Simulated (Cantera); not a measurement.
A closed system holds: 1 mol CH4, 0.42 mol CO2, 18 mol H2, at 60.0 Torr.

Equilibrium computed with Cantera from the NASA thermochemical tables; the gas is ideal and each condensed phase is pure. Candidate condensed phases: C, C6H6, C7H8, C8H18, H2O; 110 gas species. Kinetics and transport are ignored.

### Question
Which condensed phases are stable at each of these points (T (K)): 748, 773, 798, 823, 848, 873, 898, 923, 948, 973, 998, 1023, 1048?

### Answer
```json
[
 {"T (K)": "748", "condensed phases": "gas only", "C condensed (%)": "0.0"},
 {"T (K)": "773", "condensed phases": "gas only", "C condensed (%)": "0.0"},
 {"T (K)": "798", "condensed phases": "gas only", "C condensed (%)": "0.0"},
 {"T (K)": "823", "condensed phases": "gas only", "C condensed (%)": "0.0"},
 {"T (K)": "848", "condensed phases": "C(graphite)", "C condensed (%)": "2.5"},
 {"T (K)": "873", "condensed phases": "C(graphite)", "C condensed (%)": "12.1"},
 {"T (K)": "898", "condensed phases": "C(graphite)", "C condensed (%)": "18.7"},
 {"T (K)": "923", "condensed phases": "C(graphite)", "C condensed (%)": "23.6"},
 {"T (K)": "948", "condensed phases": "C(graphite)", "C condensed (%)": "27.3"},
 {"T (K)": "973", "condensed phases": "C(graphite)", "C condensed (%)": "30.2"},
 {"T (K)": "998", "condensed phases": "C(graphite)", "C condensed (%)": "32.4"},
 {"T (K)": "1023", "condensed phases": "C(graphite)", "C condensed (%)": "34.2"},
 {"T (K)": "1048", "condensed phases": "C(graphite)", "C condensed (%)": "35.5"}
]
```

From 748 K to 823 K nothing is condensed. From 848 K to 1048 K the condensed part is C(graphite).
